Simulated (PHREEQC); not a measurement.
Make-up at 25 °C: 0.07 mol/kgw MnSO4, 0.0015 mol/kgw CuCl2 and 0.039 mol/kgw Na2SO4. Closed to the air; pH follows from the charge balance.

The numbers come from PHREEQC with the ion-association model, wateq4f.dat.

No solid was allowed to form.

Problem. Order these S species by the share of S that they hold, largest first: SO4-2, MnSO4, CuSO4, NaSO4-.

Solution. SO4-2 (62 %), MnSO4 (31 %), NaSO4- (6.0 %), CuSO4 (0.71 %)

The pH is 5.70 and the ionic strength 0.250 mol/kgw. Examples of supersaturated solids here: Brochantite, Antlerite. Others may be too.
